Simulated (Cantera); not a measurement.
**Transport properties of process gases**

Gas mixture: N2O : CO2 = 0.22 : 0.56 (molar parts), at 2.50 bar, frozen composition.

Cantera's kinetic-theory transport with the Lennard-Jones parameters of GRI-Mech 3.0, ideal gas; thermal conductivity in the multicomponent form.

```tsv
T (K)	ρ (kg/m³)	cp (J/kg/K)	μ (µPa s)	λ (mW/m/K)	Pr	D (cm²/s) OH	D (cm²/s) H2O	D (cm²/s) H2
400	3.31	947.1	19.7	25.3	0.737	0.168	0.117	0.442
500	2.65	1022	23.9	33.1	0.737	0.249	0.181	0.647
600	2.21	1083	27.7	40.7	0.737	0.341	0.257	0.881
700	1.89	1133	31.3	48.1	0.736	0.444	0.344	1.14
800	1.65	1175	34.6	55.3	0.736	0.557	0.441	1.43
900	1.47	1210	37.7	62.1	0.735	0.680	0.547	1.74
```
D: mixture-averaged diffusion coefficient of that species in the mixture.
